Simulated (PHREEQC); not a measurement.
Dissolve 0.034 mol NaH2PO4, 0.00055 mol K2CO3 and 0.00062 mol Na2S per kg of water at 25 °C. Closed to the air; pH follows from the charge balance.

Equilibrium calculation in PHREEQC: ion-association model, phreeqc.dat.

This is a speciation only: nothing precipitates in the calculation.

Question: Predict the pH, ionic strength, specific conductance.

Answer: pH 5.79; ionic strength 0.0384 mol/kgw; specific conductance 2690 µS/cm.

Question: In which forms is C present?

Answer: CO2 75 %, HCO3- 25 % of the C.

Species that the database lacks are ignored.
